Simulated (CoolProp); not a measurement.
Vapour-liquid equilibrium of dimethyl carbonate (1) + n-decane (2) at 2.02 bar; x and y are mole fractions of (1).

The numbers come from the multi-fluid Helmholtz-energy mixture model, Zhou 2011 and Lemmon 2006; pair parameters Bell 2016 in CoolProp.

```json
[
 {"x": "0.05", "bubble temperature, mixture model (°C)": "174.3", "bubble temperature, Raoult's law (°C)": "190.9", "y, mixture model": "0.498", "y, Raoult's law": "0.283"},
 {"x": "0.125", "bubble temperature, mixture model (°C)": "148.3", "bubble temperature, Raoult's law (°C)": "176.3", "y, mixture model": "0.763", "y, Raoult's law": "0.536"},
 {"x": "0.2", "bubble temperature, mixture model (°C)": "135.4", "bubble temperature, Raoult's law (°C)": "165.0", "y, mixture model": "0.847", "y, Raoult's law": "0.684"},
 {"x": "0.275", "bubble temperature, mixture model (°C)": "128.6", "bubble temperature, Raoult's law (°C)": "156.0", "y, mixture model": "0.881", "y, Raoult's law": "0.776"},
 {"x": "0.35", "bubble temperature, mixture model (°C)": "125.0", "bubble temperature, Raoult's law (°C)": "148.5", "y, mixture model": "0.899", "y, Raoult's law": "0.838"},
 {"x": "0.425", "bubble temperature, mixture model (°C)": "122.8", "bubble temperature, Raoult's law (°C)": "142.2", "y, mixture model": "0.909", "y, Raoult's law": "0.881"},
 {"x": "0.5", "bubble temperature, mixture model (°C)": "121.5", "bubble temperature, Raoult's law (°C)": "136.8", "y, mixture model": "0.915", "y, Raoult's law": "0.913"},
 {"x": "0.575", "bubble temperature, mixture model (°C)": "120.4", "bubble temperature, Raoult's law (°C)": "132.1", "y, mixture model": "0.921", "y, Raoult's law": "0.936"},
 {"x": "0.65", "bubble temperature, mixture model (°C)": "119.4", "bubble temperature, Raoult's law (°C)": "128.0", "y, mixture model": "0.927", "y, Raoult's law": "0.954"},
 {"x": "0.725", "bubble temperature, mixture model (°C)": "118.4", "bubble temperature, Raoult's law (°C)": "124.3", "y, mixture model": "0.934", "y, Raoult's law": "0.968"},
 {"x": "0.8", "bubble temperature, mixture model (°C)": "117.2", "bubble temperature, Raoult's law (°C)": "120.9", "y, mixture model": "0.944", "y, Raoult's law": "0.979"},
 {"x": "0.875", "bubble temperature, mixture model (°C)": "115.9", "bubble temperature, Raoult's law (°C)": "117.9", "y, mixture model": "0.958", "y, Raoult's law": "0.988"},
 {"x": "0.95", "bubble temperature, mixture model (°C)": "114.4", "bubble temperature, Raoult's law (°C)": "115.1", "y, mixture model": "0.980", "y, Raoult's law": "0.996"}
]
```

The largest gap from Raoult's law is -29.6 K in bubble temperature, at x = 0.2. No azeotrope shows between x = 0.05 and 0.95.

The pair parameters rest on a limited set of measurements; away from them the model extrapolates. With so large a gap from Raoult's law the liquid may split in two, which this calculation doesn't test in full.
